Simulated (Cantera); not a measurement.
Feed: 1 mol HCl, 1 mol H₂, 18 mol N₂, equilibrated at 1973.15 K and 27.0 bar.

These are equilibrium values from Cantera (NASA tables, ideal gas, pure condensed phases), not measurements of a reactor. Candidate condensed phases: NH₄Cl; 12 gas species. The numbers say what is thermodynamically allowed, not how fast it happens.

Base state: N₂ 0.900, H₂ 0.0500, HCl 0.0500, H 5.81e-5, Cl 4.34e-5 (mole fractions); condensed: gas only.

What changes in the equilibrium state with this change: HCl replaced by N₂O?


```tsv
species	before	after
N₂	0.900	0.950
H₂O	0	0.0497
H₂	0.0500	0.000288
HCl	0.0500	0
NO	0	0.000133
OH	0	7.22e-5
```
Further candidate phases: H₂O.
